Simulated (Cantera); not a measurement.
Equilibrium for abatement and gas-phase synthesis: NH₃ + H₂ + O₂

A closed system holds: 1 mol NH₃, 0.071 mol H₂, a varied amount of O₂, held at 650 °C and 0.00133 bar.

These are equilibrium values from Cantera (NASA tables, ideal gas, pure condensed phases), not measurements of a reactor. Candidate condensed phases: H₂O; 24 gas species. Rates play no part.

From 0.14 mol O₂ to 4 mol O₂ nothing is condensed.

| n(O₂) (mol) | log p H₂O | log p H₂ | log p O₂ | log p N₂ | log p NO | log p NH₃ |
|---|---|---|---|---|---|---|
| 0.14 | -3.74 | -3.08 | <-14 | -3.49 | <-14 | -9.36 |
| 0.22 | -3.55 | -3.14 | <-14 | -3.49 | <-14 | -9.45 |
| 0.36 | -3.33 | -3.26 | <-14 | -3.49 | <-14 | -9.63 |
| 0.58 | -3.13 | -3.58 | <-14 | -3.49 | <-14 | -10.11 |
| 0.94 | -3.03 | -12.15 | -4.03 | -3.52 | -8.29 | <-14 |
| 1.5 | -3.12 | -12.53 | -3.47 | -3.62 | -8.06 | <-14 |
| 2.5 | -3.26 | -12.78 | -3.22 | -3.75 | -8.00 | <-14 |
| 4 | -3.40 | -12.99 | -3.09 | -3.90 | -8.01 | <-14 |
log p: log10 of the partial pressure in bar; nothing condenses.
